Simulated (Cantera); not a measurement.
Charge: 1 mol SiHCl3, 1.1 mol HCl, 8.4 mol N2, at 0.00133 bar.

Equilibrium computed with Cantera from the NASA thermochemical tables; the gas is ideal and each condensed phase is pure. Candidate condensed phases: NH4Cl, Si, Si3N4; 28 gas species. N2 is the only nitrogen source here; it is nearly inert below about 1500 K, so the nitride shown seldom forms there in practice. The tables' values for SiCl3 are old estimates; treat these amounts as uncertain. The numbers say what is thermodynamically allowed, not how fast it happens. All values below are at 1300 K.

Base state: N2 0.755, HCl 0.158, SiCl4 0.0337, SiCl2 0.0240, H2 0.0173, SiCl3 0.0117, SiHCl3 0.000168, Cl 3.07e-5 (mole fractions); condensed: Si3N4(s).

Task: What changes in the equilibrium state with this change: HCl from 1.1 to 0.05 mol?

Result: 
```csv
species,before,after
N2,0.755,0.831
HCl,0.158,0.0945
SiCl4,0.0337,0.0335
H2,0.0173,0.00602
SiCl2,0.0240,0.0232
SiCl3,0.0117,0.0115
SiHCl3,0.000168,9.74e-5
Cl,3.07e-5,3.11e-5
"Si3N4(s), mol",0.0807,0.109
```
